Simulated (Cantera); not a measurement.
A freely propagating, adiabatic, planar premixed flame of C2H6 : O2 : N2 : CO2 = 1 : 3.5 : 14.7 : 0.59 (molar parts), unburnt at 575 K and 10.0 bar; mixture-averaged transport, grid criteria slope 0.08 and curve 0.16, no radiation.

Computed with Cantera and GRI-Mech 3.0 (53 species, 325 reactions). Burning velocities carry a grid error of a few per cent, more on coarse grids.

Problem. How do the results move with these cheaper or finer settings: unity-Lewis-number transport; multicomponent transport; multicomponent+Soret transport; grid criteria slope 0.5, curve 1; grid criteria slope 0.25, curve 0.5; grid criteria slope 0.03, curve 0.06?

Solution. 
| setting | laminar burning velocity | thermal thickness | peak x(HCO) | peak x(CH2CO) | grid points |
|---|---|---|---|---|---|
| as above | 48.7 cm/s | 0.0625 mm | 2.13e-5 | 0.00124 | 141 |
| unity-Lewis-number transport | 42.3 cm/s | 0.0664 mm | 1.94e-5 | 0.000870 | 133 |
| multicomponent transport | 49.1 cm/s | 0.0631 mm | 2.16e-5 | 0.00126 | 141 |
| multicomponent+Soret transport | 48.4 cm/s | 0.0633 mm | 2.14e-5 | 0.00126 | 143 |
| grid criteria slope 0.5, curve 1 | 55.3 cm/s | 0.0670 mm | 2.13e-5 | 0.00128 | 38 |
| grid criteria slope 0.25, curve 0.5 | 50.9 cm/s | 0.0642 mm | 2.13e-5 | 0.00125 | 66 |
| grid criteria slope 0.03, curve 0.06 | 47.6 cm/s | 0.0620 mm | 2.12e-5 | 0.00124 | 377 |
The base run took about 10 core-seconds (a rough figure).
Unity Lewis numbers drop preferential diffusion, which matters most where H2 and H carry the flame; Soret adds thermal diffusion.
